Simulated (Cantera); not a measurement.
A perfectly stirred reactor is fed with H2 : O2 : N2 = 0.9 : 1 : 14 (molar parts), equivalence ratio 0.45, at 0.132 atm; it is held at 1073 K, and followed from long to short residence time.

Cantera simulation using the H2/O2 subset of GRI-Mech 3.0, which has no nitrogen chemistry; the numbers are that mechanism's predictions, not measurements. The temperature is held fixed by assumption; the heat of reaction is taken as removed at once.

x: mole fraction; the columns are a selection and need not sum to one.

| τ (s) | x H2 | x O2 | x HO2 | x H | x H2O |
|---|---|---|---|---|---|
| 1.5 | 0.000207 | 0.0356 | 2.00e-6 | [?] | 0.0580 |
| 0.74 | 0.000322 | 0.0357 | 2.39e-6 | [?] | 0.0578 |
| 0.36 | 0.000503 | 0.0357 | 2.76e-6 | [?] | 0.0576 |
| 0.18 | 0.000766 | 0.0358 | 3.08e-6 | [?] | 0.0572 |
| 0.088 | 0.00117 | 0.0360 | 3.35e-6 | [?] | 0.0566 |
| 0.044 | 0.00176 | 0.0362 | 3.57e-6 | [?] | 0.0557 |
| 0.021 | 0.00269 | 0.0367 | 3.75e-6 | [?] | 0.0542 |
| 0.011 | 0.00388 | 0.0374 | 3.88e-6 | [?] | 0.0521 |
| 0.0052 | 0.00586 | 0.0386 | 4.01e-6 | [?] | 0.0486 |
| 0.0026 | 0.00851 | 0.0402 | 4.11e-6 | [?] | 0.0440 |

**Question.** Fill in the missing entries.

**Answer.** 
- 1.5, x H: 3.17e-5
- 0.74, x H: 6.39e-5
- 0.36, x H: 0.000130
- 0.18, x H: 0.000257
- 0.088, x H: 0.000513
- 0.044, x H: 0.000986
- 0.021, x H: 0.00193
- 0.011, x H: 0.00334
- 0.0052, x H: 0.00589
- 0.0026, x H: 0.00908
